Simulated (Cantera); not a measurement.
Charge: 1 mol CaCO3, 0.86 mol H2, equilibrated at 1850 K and 1.00 bar.

Equilibrium computed with Cantera from the NASA thermochemical tables; the gas is ideal and each condensed phase is pure. Candidate condensed phases: C, C6H6, C7H8, C8H18, Ca, CaCO3, CaO, Ca(OH)2, H2O; 115 gas species. Equilibrium is a limit: real reactors are often held back by kinetics, nucleation or transport.

### Question
What is the equilibrium state?

### Answer
| Item | Value |
|---|---|
| x(CO) | 0.331 |
| x(H2O) | 0.331 |
| x(CO2) | 0.207 |
| x(H2) | 0.132 |
| x(H) | 0.000195 |
| x(OH) | 3.63e-5 |
| x(Ca(OH)2) | 9.52e-6 |
| n(CaO(s)) | 1.000 mol |
| gas amount | 1.860 mol |
| log10 activity of C(graphite) (absent) | -4.53 |
| log10 activity of Ca(l) (absent) | -8.66 |
